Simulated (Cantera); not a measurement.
Feed: 1 mol Ta, a varied amount of CH₄, 0.03 mol H₂O, held at 4.20 bar.

Equilibrium computed with Cantera from the NASA thermochemical tables; the gas is ideal and each condensed phase is pure. Candidate condensed phases: C, C₆H₆, C₇H₈, C₈H₁₈, H₂O, Ta, TaC, Ta₂O₅; 113 gas species. Mutual solubility and eutectic melting of coexisting phases are not modelled. TaC: taken at fixed stoichiometry. Condensed phases not in the tables: Ta₂C, N, O or C dissolved in the metal. Rates play no part.

Problem. What condenses at these points (T in K, n(CH₄) in mol): (2625, 1.1); (2425, 0.75); (2375, 1.2); (2375, 0.54); (2175, 1.3); (2425, 1.2); (2225, 0.33)?

Solution. 
| T (K) | n(CH₄) in mol | condensed phases | Ta condensed (%) |
|---|---|---|---|
| 2625 | 1.1 | TaC | 100.0 |
| 2425 | 0.75 | Ta + TaC | 100.0 |
| 2375 | 1.2 | C + TaC | 100.0 |
| 2375 | 0.54 | Ta + TaC | 100.0 |
| 2175 | 1.3 | C + TaC | 100.0 |
| 2425 | 1.2 | C + TaC | 100.0 |
| 2225 | 0.33 | Ta + TaC + Ta₂O₅ | 100.0 |
